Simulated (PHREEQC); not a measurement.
PHREEQC input (ion-association model, wateq4f.dat):

```
SOLUTION_MASTER_SPECIES
  An  An-  0  An  62.0  # stands for a non-complexing anion
SOLUTION_SPECIES
  An- = An-
    -log_k 0
    -gamma 3.0 0
PHASES
  Fix_H+
    H+ = H+
    -log_k 0
SOLUTION 1
  temp 25
  units mmol/kgw
  pH 7 charge
  Na 50
  An 50
END
SELECTED_OUTPUT 1
  -reset false
  -pH true
  -pe true
  -ionic_strength true
  -water true
  -totals Na
  -molalities Hfo_wOH Hfo_wOH2+ Hfo_wO- Hfo_sOH Hfo_sOH2+ Hfo_sO-
USER_PUNCH 1
  -headings sigma psi
  10 PUNCH EDL("sigma", "Hfo"), EDL("psi", "Hfo")
PRINT
  -reset false
USE solution 1
SURFACE 1
  Hfo_wOH 0.000123596 600 0.055
  Hfo_sOH 3.08989e-06
EQUILIBRIUM_PHASES 1
  Fix_H+ -4 HAn 10
    -force_equality true
  O2(g) -0.68 10
END
# ... the last block is repeated for the other 12 points of pH, with NaOH or the acid as the point needs
```

Selected output (columns that matter, 13 of 13 rows; pH added in front):

```
pH	mu	Na	m_Hfo_wOH	m_Hfo_wOH2+	m_Hfo_wO-	m_Hfo_sOH	m_Hfo_sOH2+	m_Hfo_sO-	sigma	psi
4	0.050167	0.05	2.5275e-05	9.8172e-05	1.4907e-07	6.3187e-07	2.4543e-06	3.7267e-09	0.29379	0.15976
4.67	0.050062	0.05	4.923e-05	7.3611e-05	7.5426e-07	1.2308e-06	1.8403e-06	1.8856e-08	0.21836	0.14465
5.33	0.05003	0.05	7.0398e-05	5.097e-05	2.2274e-06	1.76e-06	1.2743e-06	5.5686e-08	0.14609	0.12424
6	0.050016	0.05	8.4447e-05	3.44e-05	4.7491e-06	2.1112e-06	8.5999e-07	1.1873e-07	0.088867	0.099384
6.67	0.050009	0.05	9.1477e-05	2.4196e-05	7.9229e-06	2.2869e-06	6.049e-07	1.9807e-07	0.048773	0.070843
7.33	0.050004	0.05	9.4147e-05	1.8433e-05	1.1016e-05	2.3537e-06	4.6083e-07	2.7539e-07	0.022232	0.039528
8	0.050001	0.05	9.4863e-05	1.4848e-05	1.3884e-05	2.3716e-06	3.712e-07	3.4711e-07	0.002888	0.0056452
8.67	0.050008	0.050011	9.4527e-05	1.1975e-05	1.7094e-05	2.3632e-06	2.9937e-07	4.2735e-07	-0.015343	-0.028555
9.33	0.050033	0.05004	9.27e-05	8.984e-06	2.1912e-05	2.3175e-06	2.246e-07	5.478e-07	-0.038747	-0.060717
10	0.050136	0.050148	8.7403e-05	5.7482e-06	3.0445e-05	2.1851e-06	1.4371e-07	7.6112e-07	-0.07402	-0.090391
10.67	0.050598	0.05062	7.5782e-05	2.9313e-06	4.4882e-05	1.8946e-06	7.3283e-08	1.1221e-06	-0.12573	-0.11639
11.33	0.052678	0.052711	5.6189e-05	1.0907e-06	6.6316e-05	1.4047e-06	2.7266e-08	1.6579e-06	-0.19549	-0.13772
12	0.062598	0.062646	2.9449e-05	2.115e-07	9.3935e-05	7.3622e-07	5.2875e-09	2.3484e-06	-0.2809	-0.15181
```
